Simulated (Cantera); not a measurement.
A closed system holds: 1 mol SiC, 0.025 mol O₂, 430 mol N₂, held at 2200 K and 75.0 Torr.

Method: chemical equilibrium by Gibbs-energy minimisation in Cantera with the NASA 1993 tables (ideal gas, pure condensed phases). Candidate condensed phases: C, Si, SiC, SiO₂, Si₂N₂O, Si₃N₄; 34 gas species. The tables' values for SiN are old estimates; treat these amounts as uncertain. Kinetics and transport are ignored.

Base state: N₂ 0.999, Si 0.000396, CO 0.000115, SiC₂ 3.80e-5, Si₂C 2.32e-5, SiN 2.11e-5, CN 1.91e-5, C₂N₂ 1.00e-5 (mole fractions); condensed: C(graphite) + SiC(s).

**Question.** What changes in the equilibrium state with this change: pressure from 75.0 Torr to 7050 Torr?

**Answer.** 
| species | before | after |
|---|---|---|
| N₂ | 0.999 | 1.000 |
| CO | 0.000115 | 0.000103 |
| SiO | 1.62e-6 | 1.37e-5 |
| Si | 0.000396 | 1.29e-5 |
| SiC₂ | 3.80e-5 | 1.32e-7 |
| Si₂C | 2.32e-5 | 7.57e-7 |
| CN | 1.91e-5 | 6.43e-7 |
| C(graphite), mol | 0.110 | 0 |
| SiC(s), mol | 0.781 | 0.954 |
| Si₃N₄(s), mol | 0 | 0.00954 |
Mutual solubility and eutectic melting of coexisting phases are not modelled.
